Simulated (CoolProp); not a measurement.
R143a at 293.15 K and 3.74 MPa is throttled through a valve to 0.213 MPa with no heat exchange. Each further row changes one setting.

Computed with CoolProp (reference Helmholtz-energy equation of state, Lemmon and Jacobsen 2000).

| case | temperature change (K) | final phase | final density (kg/m³) |
|---|---|---|---|
| as stated | -50.2 | two-phase, vapour fraction 0.344 | 27.5 |
| outlet pressure 0.0639 MPa | -76.5 | two-phase, vapour fraction 0.468 | 6.60 |
| outlet pressure 0.277 MPa | -43.5 | two-phase, vapour fraction 0.308 | 39.2 |
